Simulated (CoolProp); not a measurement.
Properties of octamethyltrisiloxane (MDM) along the isobar 0.902 MPa (Tc = 292.2 °C, pc = 1.438 MPa, ω = 0.528).

Model: reference Helmholtz-energy equation of state, Thol 2017, in CoolProp.

| T (°C) | phase | density (kg/m³) | cv (kJ/(kg K)) | Joule-Thomson coefficient (K/MPa) | fugacity coefficient |
|---|---|---|---|---|---|
| 0.05 | liquid | 841.1 | 1.419 | -0.4690 | 9.967e-5 |
| 22.55 | liquid | 819.0 | 1.466 | -0.4412 | 0.0005228 |
| 45.05 | liquid | 796.5 | 1.517 | -0.4094 | 0.002043 |
| 67.55 | liquid | 773.4 | 1.572 | -0.3731 | 0.006338 |
| 90.05 | liquid | 749.8 | 1.629 | -0.3314 | 0.01636 |
| 112.65 | liquid | 725.2 | 1.687 | -0.2816 | 0.03653 |
| 135.15 | liquid | 699.5 | 1.744 | -0.2204 | 0.07196 |
| 157.65 | liquid | 672.4 | 1.801 | -0.1407 | 0.1282 |
| 180.15 | liquid | 643.1 | 1.857 | -0.02987 | 0.2101 |
| 202.65 | liquid | 610.8 | 1.912 | 0.1379 | 0.3207 |
| 225.15 | liquid | 573.5 | 1.967 | 0.4273 | 0.4602 |
| 247.75 | liquid | 526.7 | 2.023 | 1.073 | 0.6261 |
